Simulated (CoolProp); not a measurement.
Vapour-liquid equilibrium of CH2F2 (R32) (1) + R227EA (2) at -39.15 °C; x and y are mole fractions of (1).

The numbers come from the multi-fluid Helmholtz-energy mixture model, Tillner-Roth 1997 and Lemmon 2016; pair parameters Bell 2016 in CoolProp.

### Question
Give the bubble pressure and the first vapour's composition at x = 0.2, 0.425, 0.725. Is there an azeotrope?

### Answer
x = 0.2: 75.21 kPa, y = 0.631; x = 0.425: 115.2 kPa, y = 0.815; x = 0.725: 153.1 kPa, y = 0.916. No azeotrope shows between x = 0.05 and 0.95.

The pair parameters rest on a limited set of measurements; away from them the model extrapolates.
